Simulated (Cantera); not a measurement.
A closed system holds: 1 mol Si(CH3)4, 0.017 mol C3H8, 1700 mol H2, 0.52 mol C2H2, equilibrated at 0.00133 bar.

Cantera equilibrium calculation (NASA polynomials, part measured and part estimated; ideal gas, pure solids and liquids). Candidate condensed phases: C, C6H6, C7H8, C8H18, Si, SiC; 87 gas species. Rates play no part. All values below are at 2100 K.

Base state: H2 0.916, H 0.0817, C2H2 (acetylene) 0.00132, Si 0.000515, SiC2 3.32e-5 (mole fractions); condensed: C(graphite).

Task: What changes in the equilibrium state with this change: Si(CH3)4 replaced by CH3SiCl3?

Result: 
```tsv
species	before	after
H2	0.916	0.916
H	0.0817	0.0816
HCl	0	0.00158
C2H2 (acetylene)	0.00132	0.000571
Si	0.000515	0.000534
Cl	0	0.000104
SiC2	3.32e-5	1.49e-5
C(graphite), mol	0.236	0
```
The feed counts by its element totals alone.
